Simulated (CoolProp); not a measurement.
Properties of R1224YDZ along the isobar 930 kPa (Tc = 428.7 K, pc = 3334 kPa, ω = 0.325).

The numbers come from the reference Helmholtz-energy equation of state, Akasaka 2023 in CoolProp.

```json
[
 {"T (K)": "321.7", "phase": "liquid", "density (kg/m³)": "1295", "expansivity (1/kK)": "2.332"},
 {"T (K)": "331.8", "phase": "liquid", "density (kg/m³)": "1264", "expansivity (1/kK)": "2.523"},
 {"T (K)": "341.9", "phase": "liquid", "density (kg/m³)": "1231", "expansivity (1/kK)": "2.765"},
 {"T (K)": "352", "phase": "liquid", "density (kg/m³)": "___", "expansivity (1/kK)": "3.078"},
 {"T (K)": "362.1", "phase": "liquid", "density (kg/m³)": "1156", "expansivity (1/kK)": "3.501"},
 {"T (K)": "372.2", "phase": "gas", "density (kg/m³)": "55.01", "expansivity (1/kK)": "5.658"},
 {"T (K)": "382.3", "phase": "gas", "density (kg/m³)": "52.15", "expansivity (1/kK)": "4.968"},
 {"T (K)": "392.4", "phase": "gas", "density (kg/m³)": "49.73", "expansivity (1/kK)": "4.465"},
 {"T (K)": "402.5", "phase": "gas", "density (kg/m³)": "47.63", "expansivity (1/kK)": "4.079"},
 {"T (K)": "412.6", "phase": "gas", "density (kg/m³)": "45.78", "expansivity (1/kK)": "___"},
 {"T (K)": "422.7", "phase": "gas", "density (kg/m³)": "44.13", "expansivity (1/kK)": "___"},
 {"T (K)": "432.8", "phase": "gas", "density (kg/m³)": "42.63", "expansivity (1/kK)": "3.315"},
 {"T (K)": "442.9", "phase": "gas", "density (kg/m³)": "41.26", "expansivity (1/kK)": "3.138"},
 {"T (K)": "453", "phase": "gas", "density (kg/m³)": "40.01", "expansivity (1/kK)": "2.984"},
 {"T (K)": "463.1", "phase": "gas", "density (kg/m³)": "38.85", "expansivity (1/kK)": "___"},
 {"T (K)": "473.1", "phase": "gas", "density (kg/m³)": "37.78", "expansivity (1/kK)": "___"}
]
```

Problem. Some entries are withheld; supply them.

Solution. 
- 352, density (kg/m³): 1195
- 412.6, expansivity (1/kK): 3.773
- 422.7, expansivity (1/kK): 3.524
- 463.1, expansivity (1/kK): 2.850
- 473.1, expansivity (1/kK): 2.732
